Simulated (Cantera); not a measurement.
An isothermal, constant-pressure homogeneous reactor starts with 1.08 % CH₄, 98.9 % N₂, at 1825 K and 10.00 Torr.

Detailed kinetics in Cantera: GRI-Mech 3.0 (53 species, 325 reactions). GRI-Mech 3.0 stops at C3 and has no aromatics, soot or wall deposition, so with more carbon than oxygen in the feed, carbon stays in small species such as C2H2 where larger ones or solid carbon would form. Radical loss at walls, strong at low pressure, is not modelled.

One state of this run: x CH₄ = 5.97e-6; x C₂H₆ = 6.10e-12; x CH₃ = 2.05e-6; x CH₂ = 3.95e-8; x HCN = 8.32e-5; x H = 0.000270; x C₂H = 8.74e-7. x: mole fraction; the columns are a selection and need not sum to one.

### Question
Which value of t (s) does it belong to?
A) 0.368
B) 4.29
C) 14.6
D) 50.0

### Answer
B, 4.29
